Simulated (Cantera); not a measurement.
An adiabatic, constant-pressure homogeneous reactor starts with H2 : O2 : N2 = 1 : 1.09 : 4.09 (molar parts), at 1275 K and 8.40 bar. Integrator tolerance rtol = 1e-08.

Computed with Cantera and GRI-Mech 3.0 (53 species, 325 reactions). The hydrogen kinetics of GRI-Mech 3.0 are dated; newer H2 mechanisms differ, most at raised pressure.

Task: What does this change do: initial temperature 1275 to 1800 K?

Result: 
```
quantity                                                              before                                    after
---------------------------------  -----------------------------------------  ---------------------------------------
time of steepest temperature rise                                    7.14 µs                                 0.802 µs
temperature at 3.00 s                                                 2361 K                                   2737 K
equilibrium temperature                                               2361 K                                   2737 K
x(H2) at 3.00 s                    0.000560 (gas-phase equilibrium 0.000560)  0.00322 (gas-phase equilibrium 0.00322)
x(O2) at 3.00 s                        0.0964 (gas-phase equilibrium 0.0964)    0.0880 (gas-phase equilibrium 0.0880)
x(N2O) at 3.00 s                     1.75e-6 (gas-phase equilibrium 1.75e-6)  3.16e-6 (gas-phase equilibrium 3.16e-6)
x(NO) at 3.00 s                        0.0115 (gas-phase equilibrium 0.0115)    0.0206 (gas-phase equilibrium 0.0206)
x(NO2) at 3.00 s                     2.33e-5 (gas-phase equilibrium 2.33e-5)  2.74e-5 (gas-phase equilibrium 2.74e-5)
x(H2O) at 3.00 s                         0.172 (gas-phase equilibrium 0.172)      0.162 (gas-phase equilibrium 0.162)
x(O) at 3.00 s                     0.000754 (gas-phase equilibrium 0.000754)  0.00435 (gas-phase equilibrium 0.00435)
```

Task: What does this change do: pressure from 8.40 bar to 13.0 bar?

Result: 
```tsv
quantity	before	after
time of steepest temperature rise	7.14 µs	10.6 µs
temperature at 3.00 s	2361 K	2364 K
equilibrium temperature	2361 K	2364 K
x(H2) at 3.00 s	0.000560 (gas-phase equilibrium 0.000560)	0.000460 (gas-phase equilibrium 0.000460)
x(O2) at 3.00 s	0.0964 (gas-phase equilibrium 0.0964)	0.0965 (gas-phase equilibrium 0.0965)
x(N2O) at 3.00 s	1.75e-6 (gas-phase equilibrium 1.75e-6)	2.20e-6 (gas-phase equilibrium 2.20e-6)
x(NO) at 3.00 s	0.0115 (gas-phase equilibrium 0.0115)	0.0116 (gas-phase equilibrium 0.0116)
x(NO2) at 3.00 s	2.33e-5 (gas-phase equilibrium 2.33e-5)	2.91e-5 (gas-phase equilibrium 2.91e-5)
x(H2O) at 3.00 s	0.172 (gas-phase equilibrium 0.172)	0.173 (gas-phase equilibrium 0.173)
x(O) at 3.00 s	0.000754 (gas-phase equilibrium 0.000754)	0.000619 (gas-phase equilibrium 0.000619)
```
The pressure lies above the range GRI-Mech 3.0 was tuned for (to about 10 atm).
